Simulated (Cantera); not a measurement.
A closed system holds: 1 mol TEOS, 0.47 mol CO2, 14 mol O2, equilibrated at 0.133 bar.

Method: chemical equilibrium by Gibbs-energy minimisation in Cantera with the NASA 1993 tables (ideal gas, pure condensed phases). Candidate condensed phases: C, C6H6, C7H8, C8H18, H2O, Si, SiC, SiO2; 123 gas species. The feed counts by its element totals alone. Equilibrium is a limit: real reactors are often held back by kinetics, nucleation or transport.

x: gas mole fraction; n: condensed amount in mol.

| T (°C) | x H2O | x CO2 | x O2 | x OH | n SiO2(α-quartz) | n SiO2(β-quartz) |
|---|---|---|---|---|---|---|
| 425 | 0.489 | 0.414 | 0.0977 | ___ | 1.00 | 0 |
| 450 | 0.489 | 0.414 | 0.0977 | ___ | 1.00 | 0 |
| 475 | 0.489 | 0.414 | 0.0977 | ___ | 1.00 | 0 |
| 500 | 0.489 | 0.414 | 0.0977 | ___ | 1.00 | 0 |
| 525 | 0.489 | 0.414 | 0.0977 | ___ | 1.00 | 0 |
| 550 | 0.489 | 0.414 | 0.0977 | ___ | 1.00 | 0 |
| 575 | 0.489 | 0.414 | 0.0977 | ___ | 0 | 1.00 |
| 600 | 0.489 | 0.414 | 0.0977 | ___ | 0 | 1.00 |
| 625 | 0.489 | 0.414 | 0.0977 | ___ | 0 | 1.00 |
| 650 | 0.489 | 0.414 | 0.0977 | ___ | 0 | 1.00 |

Question: What belongs in the gaps?

Answer: 
- 425, x OH: 7.49e-11
- 450, x OH: 1.97e-10
- 475, x OH: 4.84e-10
- 500, x OH: 1.12e-9
- 525, x OH: 2.48e-9
- 550, x OH: 5.21e-9
- 575, x OH: 1.05e-8
- 600, x OH: 2.03e-8
- 625, x OH: 3.78e-8
- 650, x OH: 6.80e-8
